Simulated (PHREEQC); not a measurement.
0.026 g of hydrous ferric oxide (600 m²/g; 0.2 weak and 0.005 strong sites per Fe, Dzombak-Morel constants, diffuse double layer) in 1 kg of water with 0.005 mol/kgw of an inert sodium salt, at 25 °C; the pH is set by adding NaOH or the inert anion's acid. O2 is buffered at 0.21 atm. CO2 from the air is kept out. Precipitation was switched off in this run.

Base run: PHREEQC, ion-association model, wateq4f.dat. Each further column changes one thing. The table gives surface charge σ (C/m²).

| pH | base | background salt from 0.005 to 0.0005 mol/kgw | oxide from 0.026 to 0.13 g/kgw | 8.1e-06 mol/kgw Na2SeO4 added |
|---|---|---|---|---|
| 3 | 0.302 | 0.238 | 0.303 | [?] |
| 3.67 | 0.221 | 0.130 | 0.222 | 0.163 |
| 4.33 | 0.147 | 0.072 | 0.148 | 0.106 |
| 5 | 0.090 | [?] | 0.090 | 0.063 |
| 5.67 | 0.051 | 0.019 | 0.051 | 0.039 |
| 6.33 | 0.027 | [?] | 0.027 | [?] |
| 7 | 0.013 | 0.004 | 0.013 | 0.012 |
| 7.67 | 0.004 | 0.001 | 0.004 | 0.004 |
| 8.33 | -0.002 | [?] | -0.002 | -0.002 |
| 9 | -0.009 | -0.003 | -0.009 | -0.009 |
| 9.67 | -0.021 | [?] | -0.021 | -0.021 |
| 10.33 | -0.042 | -0.018 | -0.042 | [?] |
| 11 | -0.081 | -0.049 | -0.081 | -0.081 |

Q: Some entries are withheld; supply them.

A: 
- 3, 8.1e-06 mol/kgw Na2SeO4 added: 0.224
- 5, background salt from 0.005 to 0.0005 mol/kgw: 0.038
- 6.33, background salt from 0.005 to 0.0005 mol/kgw: 0.009
- 6.33, 8.1e-06 mol/kgw Na2SeO4 added: 0.024
- 8.33, background salt from 0.005 to 0.0005 mol/kgw: -0.001
- 9.67, background salt from 0.005 to 0.0005 mol/kgw: -0.008
- 10.33, 8.1e-06 mol/kgw Na2SeO4 added: -0.043

The oxide is taken as insoluble; below pH 4 it would dissolve.
